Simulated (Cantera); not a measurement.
Feed: 1 mol SiHCl3, 0.48 mol Cl2, 11 mol H2, held at 1225 K and 42.0 mbar.

These are equilibrium values from Cantera (NASA tables, ideal gas, pure condensed phases), not measurements of a reactor. Candidate condensed phases: Si; 19 gas species. The tables' values for SiCl3 are old estimates; treat these amounts as uncertain. Kinetics and transport are ignored.

Base state: H2 0.843, HCl 0.0860, SiCl4 0.0305, SiCl2 0.0214, SiHCl3 0.00934, SiCl3 0.00909, SiH2Cl2 0.000382 (mole fractions); condensed: Si(s).

Problem. What changes in the equilibrium state with this change: Cl2 from 0.48 to 0.069 mol?

Solution. 
| species | before | after |
|---|---|---|
| H2 | 0.843 | 0.865 |
| HCl | 0.0860 | 0.0801 |
| SiCl4 | 0.0305 | 0.0219 |
| SiCl2 | 0.0214 | 0.0181 |
| SiCl3 | 0.00909 | 0.00708 |
| SiHCl3 | 0.00934 | 0.00738 |
| SiH2Cl2 | 0.000382 | 0.000332 |
| Si(s), mol | 0.0874 | 0.307 |

Problem. What changes in the equilibrium state with this change: Cl2 from 0.48 to 0.04 mol?

Solution. 
```csv
species,before,after
H2,0.843,0.867
HCl,0.0860,0.0797
SiCl4,0.0305,0.0213
SiCl2,0.0214,0.0179
SiCl3,0.00909,0.00694
SiHCl3,0.00934,0.00723
SiH2Cl2,0.000382,0.000328
"Si(s), mol",0.0874,0.322
```
